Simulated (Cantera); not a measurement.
## PbO + CO + H2 (carbothermic reduction)

Input: 1 mol PbO, 2.3 mol CO, 1.6 mol H2, at 0.0120 bar.

These are equilibrium values from Cantera (NASA tables, ideal gas, pure condensed phases), not measurements of a reactor. Candidate condensed phases: C, C6H6, C7H8, C8H18, H2O, Pb, PbO, PbO2, Pb3O4; 113 gas species. Kinetics and transport are ignored.

From 1925 K to 2575 K nothing is condensed. The main Pb-bearing gas is Pb throughout.

```tsv
T (K)	x CO	x Pb	x H2	x H2O	x H	x CO2	x OH	x O
1925	0.401	0.203	0.188	0.136	0.00379	0.0672	0.000236	3.54e-6
1975	0.402	0.203	0.186	0.137	0.00539	0.0658	0.000377	8.04e-6
2025	0.403	0.202	0.184	0.137	0.00753	0.0645	0.000589	1.75e-5
2075	0.403	0.202	0.181	0.138	0.0104	0.0632	0.000898	3.68e-5
2125	0.404	0.201	0.178	0.138	0.0140	0.0620	0.00134	7.47e-5
2175	0.404	0.201	0.175	0.138	0.0187	0.0609	0.00197	0.000147
2225	0.403	0.200	0.172	0.137	0.0245	0.0598	0.00282	0.000279
2275	0.402	0.199	0.168	0.135	0.0317	0.0586	0.00398	0.000517
2325	0.401	0.197	0.163	0.133	0.0405	0.0574	0.00550	0.000930
2375	0.399	0.195	0.158	0.129	0.0511	0.0560	0.00746	0.00163
2425	0.396	0.193	0.152	0.124	0.0637	0.0542	0.00989	0.00276
2475	0.393	0.191	0.146	0.118	0.0784	0.0520	0.0128	0.00455
2525	0.389	0.188	0.139	0.110	0.0954	0.0493	0.0161	0.00725
2575	0.385	0.184	0.132	0.101	0.115	0.0458	0.0197	0.0111
```
x: gas mole fraction; nothing condenses.
